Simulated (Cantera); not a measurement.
Charge: 1 mol C2H2, 1 mol NH3, 1.2 mol N2, held at 625 °C.

Equilibrium computed with Cantera from the NASA thermochemical tables; the gas is ideal and each condensed phase is pure. Candidate condensed phases: C, C6H6, C7H8, C8H18; 92 gas species. The ideal-gas law is rough above about 30 bar. Kinetics and transport are ignored.

**Question.** What share of the C ends up in condensed phases as a function of P (Pa), at 10, 72, 520, 3700, 27000, 190000, 1400000, 10000000?

**Answer.** 
```json
[
 {"P (Pa)": "10", "C condensed (%)": "100.0", "as": "C(graphite)"},
 {"P (Pa)": "72", "C condensed (%)": "100.0", "as": "C(graphite)"},
 {"P (Pa)": "520", "C condensed (%)": "99.9", "as": "C(graphite)"},
 {"P (Pa)": "3700", "C condensed (%)": "99.1", "as": "C(graphite)"},
 {"P (Pa)": "27000", "C condensed (%)": "94.5", "as": "C(graphite)"},
 {"P (Pa)": "190000", "C condensed (%)": "78.4", "as": "C(graphite)"},
 {"P (Pa)": "1400000", "C condensed (%)": "57.6", "as": "C(graphite)"},
 {"P (Pa)": "10000000", "C condensed (%)": "45.9", "as": "C(graphite)"}
]
```
